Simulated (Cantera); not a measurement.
# Thermodynamics of carbon deposition, reforming and gasification, feed C₃H₆ + O₂ + H₂

Input: 1 mol C₃H₆, 0.28 mol O₂, 14 mol H₂, held at 8.50 bar.

Equilibrium computed with Cantera from the NASA thermochemical tables; the gas is ideal and each condensed phase is pure. Candidate condensed phases: C, C₆H₆, C₇H₈, C₈H₁₈, H₂O; 110 gas species. The numbers say what is thermodynamically allowed, not how fast it happens.

| T (K) | log p H₂ | log p CH₄ | log p H₂O | log p CO | log p C₂H₂ (acetylene) | log p H | n C(graphite) |
|---|---|---|---|---|---|---|---|
| 950 | 0.80 | 0.26 | -0.49 | -1.84 | -9.91 | -8.85 | 0 |
| 1050 | 0.81 | 0.22 | -0.69 | -0.93 | -7.91 | -7.68 | 0 |
| 1150 | 0.85 | 0.06 | -1.12 | -0.64 | -6.57 | -6.70 | 0.492 |
| 1250 | 0.88 | -0.20 | -1.53 | -0.58 | -5.72 | -5.88 | 1.29 |
| 1350 | 0.90 | -0.45 | -1.91 | -0.57 | -5.01 | -5.18 | 1.76 |
| 1450 | 0.90 | -0.67 | -2.26 | -0.56 | -4.41 | -4.57 | 2.02 |
| 1550 | 0.91 | -0.88 | -2.57 | -0.56 | -3.89 | -4.05 | 2.17 |
| 1650 | 0.91 | -1.06 | -2.85 | -0.56 | -3.43 | -3.59 | 2.26 |
| 1750 | 0.91 | -1.22 | -3.09 | -0.57 | -3.03 | -3.18 | 2.31 |
| 1850 | 0.91 | -1.36 | -3.30 | -0.57 | -2.67 | -2.81 | 2.34 |
| 1950 | 0.91 | -1.49 | -3.49 | -0.57 | -2.35 | -2.48 | 2.35 |
| 2050 | 0.91 | -1.60 | -3.67 | -0.57 | -2.06 | -2.19 | 2.35 |
log p: log10 of the partial pressure in bar; n: condensed amount in mol.

From 950 K to 1050 K nothing is condensed. From 1150 K to 2050 K the condensed part is C(graphite). The main C-bearing gas is CH₄ at 950 K and CO at 2050 K.
